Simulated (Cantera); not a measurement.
Feed: 1 mol c-C₄F₈, 4 mol H₂, at 1.80 mbar.

Cantera equilibrium calculation (NASA polynomials, part measured and part estimated; ideal gas, pure solids and liquids). Candidate condensed phases: C, C₆H₆, C₇H₈, C₈H₁₈; 95 gas species. The feed counts by its element totals alone. Rates play no part.

**Question.** At 1798 K, list the 4 most abundant gas species with their mole fractions, and the condensed phases.

**Answer.** HF 1.000, F 0.000175, H 6.48e-5, H₂ 6.09e-5. Condensed: C(graphite).
